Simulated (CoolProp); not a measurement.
Properties of cis-2-butene at several states (Tc = 435.8 K, pc = 42.36 bar, ω = 0.202).

Model: reference Helmholtz-energy equation of state, Lemmon 2005, in CoolProp. It is a short technical equation, of lower accuracy than the large ones.

| T (K) | p (bar) | phase | Z | speed of sound (m/s) | Joule-Thomson coefficient (K/MPa) | isothermal compressibility (1/MPa) | fugacity coefficient |
|---|---|---|---|---|---|---|---|
| 452.4 | 58.1 | supercritical | 0.2901 | 179.6 | 6.477 | 0.3130 | 0.5875 |
| 209.2 | 0.197 | liquid | 0.0008919 | 1479 | -0.4902 | 0.0009518 | 0.1414 |
| 359.1 | 1.61 | gas | 0.9745 | 236.6 | 16.95 | 6.377 | 0.9751 |
| 466.9 | 27.8 | gas | 0.7920 | 224.5 | 9.128 | 0.4694 | 0.8237 |
